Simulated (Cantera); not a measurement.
Input (Python, Cantera):

```python
import numpy as np
import cantera as ct

gas = ct.Solution("h2o2.yaml")
gas.TPX = 800, 100000, {'H2': 1, 'O2': 0.82, 'N2': 3.08}
inlet = ct.Reservoir(gas, clone=True)
gas.equilibrate("HP")  # start burning
reactor = ct.IdealGasConstPressureReactor(gas, energy="on", clone=False)
exhaust = ct.Reservoir(gas, clone=True)
tau = [0.1, 0.047, 0.022, 0.011, 0.005, 0.0024, 0.0011, 0.00053, 0.00025, 0.00012, 5.6e-05, 2.6e-05][0]
for a, b in ((inlet, reactor), (reactor, exhaust)):
    ct.MassFlowController(a, b, mdot=lambda t: reactor.mass / tau)
net = ct.ReactorNet([reactor])
show = ['H2', 'O2', 'OH', 'H2O', 'H', 'O']

rows = []
print(f"{'tau/s':>10s}{'T/K':>9s}" + "".join(f"{s:>11s}" for s in show))
for tau in [0.1, 0.047, 0.022, 0.011, 0.005, 0.0024, 0.0011, 0.00053, 0.00025, 0.00012, 5.6e-05, 2.6e-05]:
    net.initial_time = 0.0
    net.advance(30 * tau)
    before = gas.X
    net.advance(40 * tau)
    drift = np.max(np.abs(gas.X - before) / (gas.X + 1e-9))
    rows.append([gas.T, *gas[show].X, drift])
    print(f"{tau:10.3e}{gas.T:9.1f}" + "".join(f"{x:11.3e}" for x in gas[show].X))
```

Output:

```
     tau/s      T/K         H2         O2         OH        H2O          H          O
 1.000e-01   2243.1  1.359e-03  7.098e-02  6.998e-03  2.216e-01  2.882e-04  1.028e-03
 4.700e-02   2240.7  1.469e-03  7.094e-02  7.228e-03  2.213e-01  3.222e-04  1.103e-03
 2.200e-02   2235.7  1.698e-03  7.085e-02  7.687e-03  2.207e-01  3.982e-04  1.263e-03
 1.100e-02   2226.9  2.108e-03  7.071e-02  8.438e-03  2.197e-01  5.497e-04  1.554e-03
 5.000e-03   2208.3  2.986e-03  7.049e-02  9.800e-03  2.176e-01  9.339e-04  2.188e-03
 2.400e-03   2178.8  4.393e-03  7.028e-02  1.151e-02  2.145e-01  1.706e-03  3.226e-03
 1.100e-03   2130.0  6.685e-03  7.020e-02  1.349e-02  2.095e-01  3.350e-03  4.961e-03
 5.300e-04   2063.9  9.612e-03  7.045e-02  1.508e-02  2.032e-01  6.149e-03  7.246e-03
 2.500e-04   1973.0  1.328e-02  7.125e-02  1.596e-02  1.952e-01  1.084e-02  1.018e-02
 1.200e-04   1862.6  1.728e-02  7.281e-02  1.574e-02  1.860e-01  1.753e-02  1.327e-02
 5.600e-05   1729.5  2.208e-02  7.569e-02  1.432e-02  1.751e-01  2.650e-02  1.601e-02
 2.600e-05   1580.6  2.977e-02  8.128e-02  1.188e-02  1.612e-01  3.628e-02  1.700e-02
```

Model: the H2/O2 subset of GRI-Mech 3.0, which has no nitrogen chemistry, integrated in Cantera.
